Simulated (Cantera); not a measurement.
A perfectly stirred reactor is fed with CH4 : C2H6 : C3H8 : O2 : N2 = 1 : 0.92 : 0.68 : 11.3 : 42.6 (molar parts), at 1300000 Pa; it is adiabatic with a 800 K inlet, and is followed from long to short residence time, starting on the burning branch (τ in s: 0.026, 0.015, 0.0088, 0.0051, 0.0029, 0.0017, 0.00096, 0.00055, 0.00032, 0.00018, 0.00011, 6.1e-05).

Cantera simulation using GRI-Mech 3.0 (53 species, 325 reactions); the numbers are that mechanism's predictions, not measurements. GRI-Mech 3.0 was tuned for natural gas; its chemistry of propane as a main component is partial and can be far from experiment. The pressure lies above the range GRI-Mech 3.0 was tuned for (to about 10 atm).

Task: Predict: blow-out, bracketed by the residence times tried; x(CH4) at τ = 26.0 ms; x(C2H6) at τ = 26.0 ms; x(C3H8) at τ = 26.0 ms; x(H2O) at τ = 26.0 ms; x(CO) at τ = 26.0 ms; x(CH4) at τ = 0.960 ms; x(C2H6) at τ = 0.960 ms; x(C3H8) at τ = 0.960 ms; x(H2O) at τ = 0.960 ms; x(CO) at τ = 0.960 ms.

Result: 
```json
{
 "blow_out_bracketed_by_the_residence_times_tried": "burning at 61.0 µs, the shortest tried",
 "x(CH4) at τ = 26.0 ms": "2.80e-7",
 "x(C2H6) at τ = 26.0 ms": "2.92e-8",
 "x(C3H8) at τ = 26.0 ms": "2.63e-8",
 "x(H2O) at τ = 26.0 ms": "0.127",
 "x(CO) at τ = 26.0 ms": "0.00168",
 "x(CH4) at τ = 0.960 ms": "5.93e-6",
 "x(C2H6) at τ = 0.960 ms": "7.16e-7",
 "x(C3H8) at τ = 0.960 ms": "6.28e-7",
 "x(H2O) at τ = 0.960 ms": "0.127",
 "x(CO) at τ = 0.960 ms": "0.00289"
}
```
